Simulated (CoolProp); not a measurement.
Properties of methane at several states.

Computed with CoolProp (reference Helmholtz-energy equation of state, Setzmann 1991).

```tsv
T (K)	p (kPa)	phase	Joule-Thomson coefficient (K/MPa)	Prandtl number
486.1	3290	gas	1.234	0.735
304.8	36.8	gas	4.184	0.730
97.4	45	liquid	-0.4656	2.80
```

Viscosity comes from a separate model (Quiñones-Cisneros 2006). Thermal conductivity comes from a separate model (Friend 1989).
